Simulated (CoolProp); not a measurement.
Fluorine at several states: fugacity coefficient from the reference equation and from simpler models built on Tc = 144.4 K, pc = 52.40 bar, ω = 0.045; each cubic takes its own stable root.

Model: reference Helmholtz-energy equation of state, de Reuck 1990, in CoolProp.

```json
[
 {"T (K)": "81.9", "p (bar)": "0.343", "phase": "gas", "reference": "0.9871"},
 {"T (K)": "231.2", "p (bar)": "36.7", "phase": "gas", "reference": "0.9530"},
 {"T (K)": "182.2", "p (bar)": "9.32", "phase": "gas", "reference": "0.9725"}
]
```

Q: How far does each simpler model (van der Waals, Soave-Redlich-Kwong, Peng-Robinson) lie from the reference over these 3 states: mean and median of the absolute difference, and the worst?

A: 
- van der Waals: mean 0.7 %, median 0.6 %, worst -1.3 % at 231.2 K and 36.7 bar
- Soave-Redlich-Kwong: mean 0.2 %, median 0.2 %, worst +0.3 % at 81.9 K and 0.343 bar
- Peng-Robinson: mean 0.7 %, median 0.7 %, worst -1.3 % at 231.2 K and 36.7 bar
